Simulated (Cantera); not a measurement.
# Ignition delay

Mixture: 5.24 % CH4, 1.57 % CO, 16.1 % O2, 77.1 % N2, equivalence ratio 0.70, at 100000 Pa, adiabatic and at constant pressure. Ignition delay is the time to a rise of 400 K.

Model: GRI-Mech 3.0 (53 species, 325 reactions), integrated in Cantera.

```csv
T0 (K),delay (ms)
1150,112
1225,35.8
1300,12.6
1375,4.85
1450,2.06
```

| Quantity | Result |
|---|---|
| apparent activation energy between 1300 and 1450 K | 190 kJ/mol |
